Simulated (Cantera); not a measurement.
# Thermodynamics of boron, boron nitride and boron oxide, feed B₂H₆ + O₂ + N₂

Charge: 1 mol B₂H₆, 0.52 mol O₂, 110 mol N₂, at 35000 Pa.

Equilibrium computed with Cantera from the NASA thermochemical tables; the gas is ideal and each condensed phase is pure. Candidate condensed phases: B, BN, B₂O₃, B₃O₃H₃, H₂O; 39 gas species. The feed counts by its element totals alone. N₂ is the only nitrogen source here; it is nearly inert below about 1500 K, so the nitride shown seldom forms there in practice. Mutual solubility and eutectic melting of coexisting phases are not modelled. The tables' values for BH₂ are old estimates; treat these amounts as uncertain. Rates play no part.

From 873 K to 1623 K the condensed part is BN(s) + B₂O₃(l). From 1773 K to 2373 K the condensed part is BN(s). The main B-bearing gas is (HBO₂)₃ at 873 K and BO at 2373 K.

| T (K) | x N₂ | x H₂ | x BO | x H | x HBO | n BN(s) | n B₂O₃(l) |
|---|---|---|---|---|---|---|---|
| 873 | 0.973 | 0.0265 | <1e-12 | 1.29e-11 | 2.57e-12 | 1.32 | 0.340 |
| 1023 | 0.973 | 0.0265 | <1e-12 | 1.14e-9 | 9.78e-10 | 1.32 | 0.340 |
| 1173 | 0.973 | 0.0265 | 4.45e-12 | 3.25e-8 | 7.85e-8 | 1.32 | 0.339 |
| 1323 | 0.973 | 0.0265 | 1.29e-9 | 4.36e-7 | 2.27e-6 | 1.32 | 0.334 |
| 1473 | 0.973 | 0.0263 | 1.16e-7 | 3.47e-6 | 3.24e-5 | 1.33 | 0.307 |
| 1623 | 0.972 | 0.0257 | 4.41e-6 | 1.87e-5 | 0.000275 | 1.35 | 0.163 |
| 1773 | 0.970 | 0.0253 | 5.64e-5 | 7.65e-5 | 0.00102 | 1.31 | 0 |
| 1923 | 0.970 | 0.0250 | 0.000341 | 0.000252 | 0.00216 | 1.20 | 0 |
| 2073 | 0.968 | 0.0244 | 0.00128 | 0.000694 | 0.00332 | 1.06 | 0 |
| 2223 | 0.967 | 0.0238 | 0.00297 | 0.00167 | 0.00355 | 0.981 | 0 |
| 2373 | 0.965 | 0.0231 | 0.00484 | 0.00359 | 0.00294 | 0.956 | 0 |
x: gas mole fraction; n: condensed amount in mol.
